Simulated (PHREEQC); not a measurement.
Consider water at 5 °C with 4.1 mol/kgw KCl, 0.048 mol/kgw MgSO4 and 0.001 mol/kgw H4SiO4. Closed to the air; pH follows from the charge balance.

All values are PHREEQC results (Pitzer model, pitzer.dat), not measurements.

```json
[
 {"quantity": "pH", "before": "6.25", "after": "7.29"},
 {"quantity": "H3SiO4- (mol/kgw)", "before": "3.59e-7", "after": "1.61e-8"},
 {"quantity": "HSO4- (mol/kgw)", "before": "6.90e-8", "after": "7.19e-10"},
 {"quantity": "MgOH+ (mol/kgw)", "before": "1.27e-8", "after": "1.20e-9"},
 {"quantity": "SI of SiO2(a) (SiO2)", "before": "-0.03", "after": "-2.15"},
 {"quantity": "SI of Epsomite (MgSO4:7H2O)", "before": "-3.13", "after": "-5.31"}
]
```

**Question.** What was changed between the two runs?
A. KCl left out
B. H4SiO4 from 0.001 to 0.0001 mol/kgw
C. temperature from 5 to 80 °C
D. diluted 100-fold with water

**Answer.** D, diluted 100-fold with water

Precipitation was switched off in this run. Some of these states are supersaturated (in Sylvite, for instance). In brines, pH and single-ion activities rest on the MacInnes convention. Constants without temperature data keep their 25 °C values here.
